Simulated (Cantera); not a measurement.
Input: 1 mol AlN, 5.9 mol H2, at 2975 K and 0.0760 bar.

Equilibrium computed with Cantera from the NASA thermochemical tables; the gas is ideal and each condensed phase is pure. Candidate condensed phases: Al, AlN; 13 gas species. Equilibrium is a limit: real reactors are often held back by kinetics, nucleation or transport.

### Question
What is the equilibrium state?

### Answer
* **x(H2)**: 0.470
* **x(H)**: 0.364
* **x(Al)**: 0.109
* **x(N2)**: 0.0553
* **x(AlH)**: 0.00137
* **x(N)**: 1.01e-5
* **x(Al2)**: 9.02e-6
* **gas amount**: 9.037 mol
* **log10 activity of Al(l) (absent)**: -2.41
